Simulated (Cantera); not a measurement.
Pyrogenic steam for wet oxidation

A perfectly stirred reactor is fed with H2 : O2 : N2 = 0.32 : 1.3 : 4.7 (molar parts), equivalence ratio 0.12, at 360 Torr; it is held at 923 K, and followed from long to short residence time.

Cantera simulation using GRI-Mech 3.0 (53 species, 325 reactions); the numbers are that mechanism's predictions, not measurements. Below about 950 K walls govern HO2 and H2O2 in real vessels. The temperature is held fixed by assumption; the heat of reaction is taken as removed at once.

```tsv
τ (s)	x H2	x O2	x H2O2	x NO	x N2O	x HO2
7.9	0.00280	0.186	7.23e-5	4.04e-11	4.77e-8	1.47e-5
2.6	0.00590	0.187	0.000153	2.38e-11	2.46e-8	2.37e-5
0.84	0.0111	0.189	0.000238	2.57e-11	1.28e-8	3.51e-5
0.28	0.0158	0.191	0.000240	5.00e-11	8.07e-9	4.66e-5
0.090	0.0174	0.192	0.000145	1.61e-10	6.76e-9	5.67e-5
0.029	0.0178	0.192	6.20e-5	5.49e-10	6.31e-9	6.25e-5
0.0096	0.0196	0.193	2.59e-5	1.46e-9	5.37e-9	6.61e-5
0.0031	0.0234	0.195	1.16e-5	3.03e-9	3.90e-9	6.91e-5
0.0010	0.0297	0.197	5.92e-6	4.59e-9	2.36e-9	7.08e-5
```
x: mole fraction; the columns are a selection and need not sum to one.
